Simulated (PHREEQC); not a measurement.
Make-up at 25 °C: 3.6 mmol/kgw ZnCl2, 62 mmol/kgw KCl and 5.3 mmol/kgw CO2. Closed to the air; pH follows from the charge balance.

Computed with PHREEQC (ion-association model, phreeqc.dat).

No solid was allowed to form.

### Question
What pH, specific conductance, density does the model give?

### Answer
pH 4.27; specific conductance 8640 µS/cm; density 1.000 g/cm³.

### Question
In which forms is Zn present?

### Answer
Zn+2 92 %, ZnCl+ 7.1 % of the Zn.
